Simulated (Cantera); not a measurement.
## C2H4 + H2O (carbon deposition, reforming and gasification)

A closed system holds: 1 mol C2H4, a varied amount of H2O, at 3023 K and 100000 Pa.

Equilibrium computed with Cantera from the NASA thermochemical tables; the gas is ideal and each condensed phase is pure. Candidate condensed phases: C, C6H6, C7H8, C8H18, H2O; 110 gas species. Equilibrium is a limit: real reactors are often held back by kinetics, nucleation or transport.

```json
[
 {"n(H2O) (mol)": "0.1", "x H2": "0.756", "x CO": "0.0420", "x H2O": "2.69e-7", "x H": "0.147", "x C2H2 (acetylene)": "0.0503", "x OH": "1.77e-8", "x CO2": "2.01e-9", "n C(graphite)": "1.63"},
 {"n(H2O) (mol)": "0.16", "x H2": "0.738", "x CO": "0.0639", "x H2O": "3.99e-7", "x H": "0.145", "x C2H2 (acetylene)": "0.0490", "x OH": "2.66e-8", "x CO2": "4.63e-9", "n C(graphite)": "1.57"},
 {"n(H2O) (mol)": "0.26", "x H2": "0.710", "x CO": "0.0957", "x H2O": "5.75e-7", "x H": "0.143", "x C2H2 (acetylene)": "0.0472", "x OH": "3.91e-8", "x CO2": "1.04e-8", "n C(graphite)": "1.45"},
 {"n(H2O) (mol)": "0.42", "x H2": "0.675", "x CO": "0.137", "x H2O": "7.85e-7", "x H": "0.139", "x C2H2 (acetylene)": "0.0448", "x OH": "5.47e-8", "x CO2": "2.15e-8", "n C(graphite)": "1.27"},
 {"n(H2O) (mol)": "0.67", "x H2": "0.633", "x CO": "0.187", "x H2O": "1.00e-6", "x H": "0.135", "x C2H2 (acetylene)": "0.0421", "x OH": "7.20e-8", "x CO2": "3.97e-8", "n C(graphite)": "0.993"},
 {"n(H2O) (mol)": "1.1", "x H2": "0.584", "x CO": "0.245", "x H2O": "1.21e-6", "x H": "0.129", "x C2H2 (acetylene)": "0.0388", "x OH": "9.06e-8", "x CO2": "6.80e-8", "n C(graphite)": "0.509"},
 {"n(H2O) (mol)": "1.7", "x H2": "0.554", "x CO": "0.295", "x H2O": "1.72e-6", "x H": "0.126", "x C2H2 (acetylene)": "0.0237", "x OH": "1.33e-7", "x CO2": "1.23e-7", "n C(graphite)": "0"},
 {"n(H2O) (mol)": "2.7", "x H2": "0.508", "x CO": "0.273", "x H2O": "0.0838", "x H": "0.121", "x C2H2 (acetylene)": "6.65e-12", "x OH": "0.00673", "x CO2": "0.00604", "n C(graphite)": "0"},
 {"n(H2O) (mol)": "4.3", "x H2": "0.423", "x CO": "0.210", "x H2O": "0.220", "x H": "0.110", "x C2H2 (acetylene)": "<1e-12", "x OH": "0.0194", "x CO2": "0.0146", "n C(graphite)": "0"}
]
```
x: gas mole fraction; n: condensed amount in mol.

From 0.1 mol H2O to 1.1 mol H2O the condensed part is C(graphite). From 1.7 mol H2O to 4.3 mol H2O nothing is condensed. The main C-bearing gas is C2H2 (acetylene) at 0.1 mol H2O and CO at 4.3 mol H2O.
